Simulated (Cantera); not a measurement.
Input (Python, Cantera):

```python
import numpy as np
import cantera as ct

gas = ct.Solution("gri30.yaml")
gas.TPX = 1300, 13332, {'N2O': 1, 'H2': 0.003, 'N2': 4.4}
reactor = ct.IdealGasConstPressureReactor(gas, energy="off", clone=False)
net = ct.ReactorNet([reactor])
net.rtol, net.atol = 1e-08, 1e-18
show = ['N2O', 'H2', 'H', 'NO2', 'OH', 'H2O', 'HO2']
times = np.geomspace(0.0002, 20, 9)

steps = ct.SolutionArray(gas, extra=["t"])
rows = []
print(f"{'t/s':>10s}{'T/K':>9s}{'P/Pa':>11s}" + "".join(f"{s:>11s}" for s in show))
for t in times:
    while net.time < t:
        t_next = net.step()
        steps.append(gas.state, t=t_next)
    rows.append([np.interp(t, steps.t, y) for y in (steps.T, steps.P, *steps(*show).X.T)])
    print(f"{t:10.3e}{rows[-1][0]:9.1f}{rows[-1][1]:11.4g}" + "".join(f"{x:11.3e}" for x in rows[-1][2:]))
rate = np.gradient(steps.T, steps.t)
print("integrator steps:", len(steps.t))
if steps.T.max() > steps.T[0] + 200:
    print(f"time of steepest temperature rise: {steps.t[rate.argmax()]:.4e} s")
gas.TPX = 1300, 13332, {'N2O': 1, 'H2': 0.003, 'N2': 4.4}
gas.equilibrate("TP")
print(f"equilibrium (TP): T = {gas.T:.1f} K  " + "  ".join(f"{s} {gas[s].X[0]:.3e}" for s in show))
```

It prints:

```
       t/s      T/K       P/Pa        N2O         H2          H        NO2         OH        H2O        HO2
 2.000e-04   1300.0  1.333e+04  1.851e-01  5.548e-04  6.437e-08  2.664e-12  6.305e-07  8.846e-08  5.841e-09
 8.434e-04   1300.0  1.333e+04  1.850e-01  5.489e-04  2.289e-07  1.148e-09  4.935e-06  3.572e-06  2.181e-07
 3.557e-03   1300.0  1.333e+04  1.847e-01  4.796e-04  5.694e-07  2.691e-07  1.692e-05  6.541e-05  2.008e-06
 1.500e-02   1300.0  1.333e+04  1.833e-01  2.028e-04  2.642e-07  5.379e-06  1.742e-05  3.422e-04  1.838e-06
 6.325e-02   1300.0  1.333e+04  1.786e-01  1.861e-05  2.614e-08  1.969e-05  8.659e-06  5.306e-04  4.573e-07
 2.667e-01   1300.0  1.333e+04  1.610e-01  3.699e-08  1.181e-08  2.179e-05  6.876e-06  5.458e-04  9.471e-08
 1.125e+00   1300.0  1.333e+04  1.053e-01  1.402e-08  1.377e-08  2.532e-05  7.010e-06  5.316e-04  2.184e-08
 4.743e+00   1300.0  1.333e+04  2.086e-02  1.388e-08  1.234e-08  2.795e-05  5.984e-06  5.106e-04  4.121e-09
 2.000e+01   1300.0  1.333e+04  2.388e-04  9.328e-10  1.953e-10  4.021e-05  1.424e-06  5.077e-04  8.540e-10
integrator steps: 1807
equilibrium (TP): T = 1300.0 K  N2O 7.089e-09  H2 4.184e-10  H 6.239e-11  NO2 6.798e-07  OH 9.886e-07  H2O 5.079e-04  HO2 8.135e-10
```

Detailed kinetics in Cantera: GRI-Mech 3.0 (53 species, 325 reactions). GRI-Mech 3.0 was tuned for natural gas; its chemistry of N2O as a main component is partial and can be far from experiment. The mechanism lacks the step 2 NO + O2 → 2 NO2, which can matter for NO2 below about 1400 K. The temperature is held fixed by assumption; the heat of reaction is taken as removed at once.
